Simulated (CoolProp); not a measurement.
Vapour-liquid equilibrium of isopentane (1) + R365MFC (2) at 304.1 K; x and y are mole fractions of (1).

Model: multi-fluid Helmholtz-energy mixture model, Lemmon 2006 and Lemmon 2016; pair parameters Bell 2016, in CoolProp.

### Question
Give the bubble pressure and the first vapour's composition at x = 0.45, 0.65, 0.95. Is there an azeotrope?

### Answer
x = 0.45: 1.344 bar, y = 0.606; x = 0.65: 1.370 bar, y = 0.659; x = 0.95: 1.227 bar, y = 0.880. y crosses x between x = 0.65 and 0.75: the model has an azeotrope there.

The pair parameters rest on a limited set of measurements; away from them the model extrapolates. With so large a gap from Raoult's law the liquid may split in two, which this calculation doesn't test in full.
